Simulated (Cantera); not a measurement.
A closed system holds: 1 mol CH₃SiCl₃, 0.0081 mol C₂H₄, 82 mol H₂, 0.47 mol CH₄, at 0.0500 bar.

Equilibrium computed with Cantera from the NASA thermochemical tables; the gas is ideal and each condensed phase is pure. Candidate condensed phases: C, C₆H₆, C₇H₈, C₈H₁₈, Si, SiC; 109 gas species. The feed counts by its element totals alone. Rates play no part. All values below are at 1102 °C.

Base state: H₂ 0.965, HCl 0.0349, CH₄ 0.000232, SiCl₂ 1.55e-5, H 1.51e-5 (mole fractions); condensed: C(graphite) + SiC(s).

**Question.** What changes in the equilibrium state with this change: CH₃SiCl₃ replaced by (CH₃)₂SiCl₂?

**Answer.** 
```csv
species,before,after
H₂,0.965,0.977
HCl,0.0349,0.0230
CH₄,0.000232,0.000237
SiCl₂,1.55e-5,6.67e-6
H,1.51e-5,1.51e-5
"C(graphite), mol",0.467,1.47
"SiC(s), mol",0.999,0.999
```
